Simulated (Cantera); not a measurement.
Charge: 1 mol ZrO2, 490 mol H2, 5.1 mol N2, equilibrated at 1425 °C and 0.550 bar.

Equilibrium computed with Cantera from the NASA thermochemical tables; the gas is ideal and each condensed phase is pure. Candidate condensed phases: H2O, Zr, ZrN, ZrO2; 28 gas species. Mutual solubility and eutectic melting of coexisting phases are not modelled. ZrN: taken at fixed stoichiometry. Condensed phases not in the tables: solid solutions among these carbides, nitrides and lower oxides. Equilibrium is a limit: real reactors are often held back by kinetics, nucleation or transport.

Q: What is the equilibrium state?

A: 
| Quantity | Result |
|---|---|
| x(H2) | 0.989 |
| x(N2) | 0.0103 |
| x(H) | 0.000194 |
| x(H2O) | 2.13e-5 |
| x(NH3) | 2.01e-6 |
| n(ZrN(s)) | 0.00528 mol |
| n(ZrO2(tetragonal)) | 0.995 mol |
| gas amount | 495.1 mol |
| log10 activity of Zr(β) (absent) | -5.29 |
